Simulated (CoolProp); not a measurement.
A simple Rankine cycle with R1336mzz(Z): condensing at 299.15 K, boiler at 1.03 MPa, turbine inlet 405 K, turbine efficiency 0.8, pump efficiency 0.6, no recuperator. Each further row changes one setting.

Values from CoolProp's reference Helmholtz-energy equation of state, McLinden 2020.

```
case                             thermal efficiency (%)  net work (kJ/kg)  heat in (kJ/kg)  turbine exit temperature (K)  volume ratio over the turbine
-------------------------------  ----------------------  ----------------  ---------------  ----------------------------  -----------------------------
as stated                                          13.7              34.6              252                             …                           14.6
turbine inlet 425 K                                   …                 …                …                         374.5                           14.0
condensing temperature 291.15 K                    14.9              38.9              262                         348.3                              …
boiler pressure 0.721 MPa                          12.2                 …                …                         363.0                           9.61
turbine efficiency 0.7                             12.0              30.1              252                             …                           14.8
```

**Question.** Some entries are withheld; supply them.

**Answer.** 
- as stated, turbine exit temperature (K): 353.3
- turbine inlet 425 K, thermal efficiency (%): 13.6
- turbine inlet 425 K, net work (kJ/kg): 37.3
- turbine inlet 425 K, heat in (kJ/kg): 275
- condensing temperature 291.15 K, volume ratio over the turbine: 19.9
- boiler pressure 0.721 MPa, net work (kJ/kg): 31.4
- boiler pressure 0.721 MPa, heat in (kJ/kg): 258
- turbine efficiency 0.7, turbine exit temperature (K): 357.9
